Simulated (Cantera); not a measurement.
Charge: 1 mol CaF₂, 8.9 mol O₂, 20 mol N₂.

Method: chemical equilibrium by Gibbs-energy minimisation in Cantera with the NASA 1993 tables (ideal gas, pure condensed phases). Candidate condensed phases: Ca, CaF₂, CaO; 22 gas species. Mutual solubility and eutectic melting of coexisting phases are not modelled. Equilibrium is a limit: real reactors are often held back by kinetics, nucleation or transport.

Stable condensed phases, one row left out:

```
T in K \ P in Pa
           0.10   0.46    2.2     10     46    220   1000   4600  22000 100000
   2248       A      A      A      A      A      A      A      A      B      C
   2173       A      A      A      A      A      A      A      A      B      C
   2023       A      A      A      A      A      A      B      B      C      D
   1948       A      A      A      A      A      A      B      B      C      D
   1873       A      A      A      A      A      B      B      C      D      D
   1798       A      A      A      A      B      B      B      D      D      D
   1723       A      A      A      B      B      B      D      D      D      D
   1648       A      A      B      B      B      D      D      D      D      D
   1573       A      B      B      B      D      D      D      D      D      D
```

A: gas only; B: CaO; C: CaF₂ + CaO; D: CaF₂.

Task: Give the row for 2098 K.

Result: 0.10: gas only; 0.46: gas only; 2.2: gas only; 10: gas only; 46: gas only; 220: gas only; 1000: gas only; 4600: CaO; 22000: CaO; 100000: CaF₂ + CaO.
